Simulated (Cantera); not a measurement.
A Cantera script and what it prints.

```python
import numpy as np
import cantera as ct

gas_names = [...]  # 148 gases of nasa_gas.yaml made of Al, C, H, N, O
cond_names = """
    AL(cr) AL(L) ALN(s) AL2O3(a) AL2O3(L) C(gr) C6H6(L) C7H8(L) C8H18(L),n-octa H2O(s) H2O(L)
""".split()


# ... load() reads the species with a 1 bar reference pressure and builds the phases ...
atoms = {
    'Al(CH3)3': {'AL': 1, 'C': 3, 'H': 9},
    'N2O': {'N': 2, 'O': 1},
    'N2': {'N': 2},
}
top_T = {'ALN(s)': 2750, 'C(gr)': 4500}  # K; cautious upper limits of use, not melting points


# ... equilibrate(T, P, feed) seeds the gas with the atoms and calls Mixture.equilibrate('TP', solver="vcs", rtol=1e-11, max_steps=5000) ...
results = []
feed = {'Al(CH3)3': 1, 'N2O': 0.9, 'N2': 410}  # mol
P = 35  # Pa
for T in [1000, 1050, 1100, 1150, 1200, 1250, 1300, 1350, 1400, 1450, 1500, 1550, 1600, 1650]:
    mix = equilibrate(T, P, feed)
    results.append((T, P, feed, dict(zip(mix.species_names, mix.species_moles))))
    x = sorted(zip(gas.X, gas.species_names), reverse=True)
    print(f"T = {T:g} K  P = {P:g} Pa  gas = {mix.phase_moles(0):.4g} mol")
    print("   x: " + "  ".join(f"{s} {v:.3e}" for v, s in x if v > 0.0001))
    print("   condensed (mol): " + ("  ".join(f"{mix.phase(i).name} {mix.phase_moles(i):.4g}"
          for i in range(1, mix.n_phases) if mix.phase_moles(i) > 1e-12) or "none"))
```

Result:

```
T = 1000 K  P = 35 Pa  gas = 415.3 mol
   x: N2 9.889e-01  H2 1.084e-02  CO 2.742e-04
   condensed (mol): ALN(s) 0.4759  AL2O3(a) 0.262  C(gr) 2.886
T = 1050 K  P = 35 Pa  gas = 415.5 mol
   x: N2 9.881e-01  H2 1.083e-02  CO 1.039e-03
   condensed (mol): ALN(s) 0.6879  AL2O3(a) 0.1561  C(gr) 2.568
T = 1100 K  P = 35 Pa  gas = 415.8 mol
   x: N2 9.870e-01  H2 1.082e-02  CO 2.165e-03
   condensed (mol): ALN(s) 1  C(gr) 2.099
T = 1150 K  P = 35 Pa  gas = 415.8 mol
   x: N2 9.870e-01  H2 1.082e-02  CO 2.165e-03
   condensed (mol): ALN(s) 1  C(gr) 2.098
T = 1200 K  P = 35 Pa  gas = 415.8 mol
   x: N2 9.870e-01  H2 1.082e-02  CO 2.165e-03
   condensed (mol): ALN(s) 1  C(gr) 2.097
T = 1250 K  P = 35 Pa  gas = 415.8 mol
   x: N2 9.870e-01  H2 1.081e-02  CO 2.164e-03
   condensed (mol): ALN(s) 1  C(gr) 2.095
T = 1300 K  P = 35 Pa  gas = 415.8 mol
   x: N2 9.870e-01  H2 1.081e-02  CO 2.164e-03
   condensed (mol): ALN(s) 1  C(gr) 2.091
T = 1350 K  P = 35 Pa  gas = 415.8 mol
   x: N2 9.870e-01  H2 1.080e-02  CO 2.164e-03
   condensed (mol): ALN(s) 1  C(gr) 2.086
T = 1400 K  P = 35 Pa  gas = 415.8 mol
   x: N2 9.870e-01  H2 1.078e-02  CO 2.164e-03
   condensed (mol): ALN(s) 0.9999  C(gr) 2.078
T = 1450 K  P = 35 Pa  gas = 415.8 mol
   x: N2 9.869e-01  H2 1.076e-02  CO 2.164e-03
   condensed (mol): ALN(s) 0.9993  C(gr) 2.068
T = 1500 K  P = 35 Pa  gas = 415.8 mol
   x: N2 9.869e-01  H2 1.072e-02  CO 2.164e-03  HCN 1.087e-04
   condensed (mol): ALN(s) 0.996  C(gr) 2.054
T = 1550 K  P = 35 Pa  gas = 415.9 mol
   x: N2 9.868e-01  H2 1.066e-02  CO 2.164e-03  H 1.738e-04  HCN 1.525e-04
   condensed (mol): ALN(s) 0.9794  C(gr) 2.035
T = 1600 K  P = 35 Pa  gas = 416 mol
   x: N2 9.865e-01  H2 1.056e-02  CO 2.163e-03  H 2.986e-04  AL 2.307e-04  HCN 2.089e-04
   condensed (mol): ALN(s) 0.9039  C(gr) 2.011
T = 1650 K  P = 35 Pa  gas = 416.5 mol
   x: N2 9.857e-01  H2 1.041e-02  CO 2.161e-03  AL 9.816e-04  H 4.955e-04  HCN 2.799e-04
   condensed (mol): ALN(s) 0.5906  C(gr) 1.98
```

Equilibrium computed with Cantera from the NASA thermochemical tables; the gas is ideal and each condensed phase is pure. The feed counts by its element totals alone. Mutual solubility and eutectic melting of coexisting phases are not modelled.
